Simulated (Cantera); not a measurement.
Input: 1 mol C2H6, 1.8 mol NH3, 46 mol H2, equilibrated at 0.100 bar.

These are equilibrium values from Cantera (NASA tables, ideal gas, pure condensed phases), not measurements of a reactor. Candidate condensed phases: C, C6H6, C7H8, C8H18; 92 gas species. Rates play no part.

Task: At 2423 K, list the 7 most abundant gas species with their mole fractions, and the condensed phases.

Result: H2 0.919, H 0.0537, N2 0.0131, C2H2 (acetylene) 0.00711, HCN 0.00637, HNC 0.000681, C2H 2.52e-5. Condensed: C(graphite).
